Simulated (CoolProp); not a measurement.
Properties of dimethyl ether along the isotherm 359.7 K.

The numbers come from the reference Helmholtz-energy equation of state, Wu 2011 in CoolProp.

```csv
p (bar),phase,cp (kJ/(kg K)),speed of sound (m/s)
0.422,gas,…,269.6
0.8,gas,1.622,…
1.52,gas,…,…
2.87,gas,1.654,264.6
5.45,gas,…,…
10.3,gas,…,248.0
19.6,gas,2.167,…
37.1,liquid,3.005,523.5
70.4,liquid,2.797,596.4
133,liquid,2.617,695.2
```

**Question.** Complete the blanks.

**Answer.** 
- 0.422, cp (kJ/(kg K)): 1.616
- 0.8, speed of sound (m/s): 268.8
- 1.52, cp (kJ/(kg K)): 1.633
- 1.52, speed of sound (m/s): 267.3
- 5.45, cp (kJ/(kg K)): 1.700
- 5.45, speed of sound (m/s): 259.1
- 10.3, cp (kJ/(kg K)): 1.807
- 19.6, speed of sound (m/s): 222.2
